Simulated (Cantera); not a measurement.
Halide evaporation, hydrolysis and transport: NaCl + HCl + H₂ + HF

Input: 1 mol NaCl, 0.28 mol HCl, 0.12 mol H₂, 0.9 mol HF, held at 1.00 bar.

Equilibrium computed with Cantera from the NASA thermochemical tables; the gas is ideal and each condensed phase is pure. Candidate condensed phases: Na, NaCl, NaF; 23 gas species. Rates play no part.

```
T (°C)   x HF  x NaCl  x HCl    x H₂  x Na₂Cl₂     x NaF  n NaCl(l)
------  -----  ------  -----  ------  --------  --------  ---------
1102    0.664  0.0311  0.207  0.0885   0.00963  0.000213      0.931
1202    0.613  0.0878  0.192  0.0819    0.0241  0.000914      0.799
1302    0.502   0.214  0.161  0.0674    0.0522   0.00316      0.427
1402    0.406   0.342  0.136  0.0550    0.0549   0.00671          0
1502    0.393   0.377  0.136  0.0537    0.0305   0.00963          0
1602    0.385   0.395  0.137  0.0529    0.0167    0.0127          0
1702    0.379   0.403  0.139  0.0523   0.00931    0.0159          0
1802    0.373   0.405  0.142  0.0519   0.00536    0.0191          0
1902    0.369   0.403  0.145  0.0515   0.00320    0.0224          0
```
x: gas mole fraction; n: condensed amount in mol.

From 1102 °C to 1302 °C the condensed part is NaCl(l). From 1402 °C to 1902 °C nothing is condensed. The main Na-bearing gas is NaCl throughout.
